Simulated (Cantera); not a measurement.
Moist CO burnout

An isothermal, constant-pressure homogeneous reactor starts with 0.120 % CO, 0.259 % O2, 0.0149 % H2O, 99.6 % N2, equivalence ratio 0.23, at 1098 K and 705 Torr.

Cantera simulation using GRI-Mech 3.0 (53 species, 325 reactions); the numbers are that mechanism's predictions, not measurements.

```
t (s)         x CO     x O2     x H2O     x N2O    x H2O2
--------  --------  -------  --------  --------  --------
4.00e-6    0.00120  0.00259  0.000149    <1e-12    <1e-12
2.59e-5    0.00120  0.00259  0.000149    <1e-12    <1e-12
0.000168   0.00120  0.00259  0.000149    <1e-12    <1e-12
0.00109    0.00120  0.00259  0.000149    <1e-12    <1e-12
0.00703    0.00120  0.00259  0.000149    <1e-12    <1e-12
0.0455     0.00120  0.00259  0.000149  9.52e-12    <1e-12
0.295     0.000890  0.00243  0.000146   2.66e-7   2.79e-9
1.91       6.85e-5  0.00203  0.000149   9.25e-7  3.85e-10
12.4       8.38e-7  0.00199  0.000149   7.91e-7  8.46e-12
80.0      8.24e-10  0.00199  0.000149   1.04e-7  1.06e-12
```
x: mole fraction; the columns are a selection and need not sum to one.

Equilibrium at this temperature and pressure: CO 3.52e-11, O2 0.00199, H2O 0.000149, N2O 7.54e-10, H2O2 <1e-12 (gas phase only).
